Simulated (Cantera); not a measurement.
## Reactions in the system C-N-O-Ta

Standard-state values (1 bar) from the NASA 1993 polynomials, evaluated with Cantera. Values are per mole of reaction as written; species without (g) are pure solids or liquids, kept so even where they would boil at 1 bar. TaC: taken at fixed stoichiometry.

4 Ta + 4 CO(g) + N2(g) = 4 TaC + 2 NO2(g)

| T (K) | ΔH° (kJ) | ΔS° (J/K) | ΔG° (kJ) | log10 K |
|---|---|---|---|---|
| 300 | -65.9 | -498.4 | 83.6 | -14.56 |
| 1098 | -50.8 | -481.6 | 478.0 | -22.74 |
| 1248 | -45.5 | -477.0 | 549.9 | -23.01 |
| 1398 | -39.8 | -472.7 | 621.1 | -23.21 |
| 1548 | -33.7 | -468.6 | 691.7 | -23.34 |
| 1698 | -27.4 | -464.7 | 761.7 | -23.43 |
| 1848 | -20.7 | -460.9 | 831.1 | -23.49 |
| 1998 | -13.7 | -457.3 | 900.0 | -23.53 |
| 2148 | -6.5 | -453.8 | 968.3 | -23.55 |
| 2298 | 0.9 | -450.5 | 1036.1 | -23.55 |
| 2448 | 8.4 | -447.3 | 1103.5 | -23.54 |

3 C + 3 TaO2(g) + 2 N2O(g) = 3 TaC + 4 NO2(g)

```tsv
T (K)	ΔH° (kJ)	ΔS° (J/K)	ΔG° (kJ)	log10 K
300	143.8	-210.1	206.9	-36.02
1098	161.2	-181.7	360.7	-17.16
1248	164.9	-178.5	387.7	-16.23
1398	168.9	-175.5	414.3	-15.48
1548	173.4	-172.5	440.4	-14.86
1698	178.2	-169.5	466.0	-14.34
1848	183.4	-166.6	491.2	-13.88
1998	189.0	-163.7	516.0	-13.49
2148	195.1	-160.7	540.3	-13.14
2298	201.7	-157.8	564.2	-12.82
2448	208.7	-154.8	587.6	-12.54
```
